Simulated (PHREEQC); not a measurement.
## Phosphoric acid bath (model solution)

Solution (25 °C): 0.049 mol NaH2PO4, 0.0067 mol H2SO4 and 5.2e-05 mol ZnSO4 per kg of water. Closed to the air; pH follows from the charge balance.

All values are PHREEQC results (ion-association model, wateq4f.dat), not measurements.

Each row changes one thing in this solution. No solid was allowed to form.

```
case                                             pH  ionic strength (mol/kgw)  H2PO4- (mol/kgw)  H3PO4 (mol/kgw)  SO4-2 (mol/kgw)  HSO4- (mol/kgw)  SI of Mirabilite (Na2SO4:10H2O)
---------------------------------------------  ----  ------------------------  ----------------  ---------------  ---------------  ---------------  -------------------------------
as made                                        2.66                    0.0566            0.0388           0.0102          0.00551         0.000643                            -4.31
diluted 2-fold with water                      2.76                    0.0293            0.0201          0.00440          0.00288         0.000306                            -5.07
NaH2PO4 from 0.049 to 0.0098 mol/kgw           2.20                    0.0216           0.00543          0.00438          0.00470          0.00190                            -5.61
ZnSO4 replaced by NaHSO4 at the same molality  2.66                    0.0566            0.0388           0.0102          0.00551         0.000647                            -4.31
0.00092 mol/kgw HNO3 added                     2.62                    0.0568            0.0382           0.0108          0.00546         0.000691                            -4.31
0.019 mol/kgw HCl added                        2.15                    0.0616            0.0267           0.0223          0.00457          0.00169                            -4.41
diluted 5-fold with water                      2.94                    0.0123           0.00850          0.00130          0.00121          9.85e-5                            -6.11
H2SO4 from 0.0067 to 0.00134 mol/kgw           3.41                    0.0507            0.0468          0.00221          0.00123          2.62e-5                            -4.93
```

H3PO4, which wateq4f.dat lacks, is added to it with the constant of phreeqc.dat. The database has no phosphate complexes of Zn.
